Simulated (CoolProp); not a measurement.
Model: reference Helmholtz-energy equation of state, Akasaka 2020, in CoolProp.

**Question.** For R1123, give the phase and the density (kg/m³), cv (kJ/(kg K)), Joule-Thomson coefficient (K/MPa), isothermal compressibility (1/MPa) at 365.2 K and 1.11 MPa.

**Answer.** 
- 365.2 K and 1.11 MPa: gas; density 32.0, cv 0.860, Joule-Thomson coefficient 7.87, isothermal compressibility 0.964
